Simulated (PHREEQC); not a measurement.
# Buffer (model solution)

A solution holds 0.015 mol/kgw H3BO3 and 0.011 mol/kgw Na2HPO4, at 55 °C. Closed to the air; pH follows from the charge balance.

The numbers come from PHREEQC with the ion-association model, phreeqc.dat.

No solid was allowed to form.

Task: Predict the pH.

Result: pH 7.85.

Task: In which forms is P present?

Result: HPO4-2 88 %, H2PO4- 10 %, NaHPO4- 1.9 % of the P.

Away from 25 °C the constants follow the database's enthalpies or fits; those with neither stay at their 25 °C values.
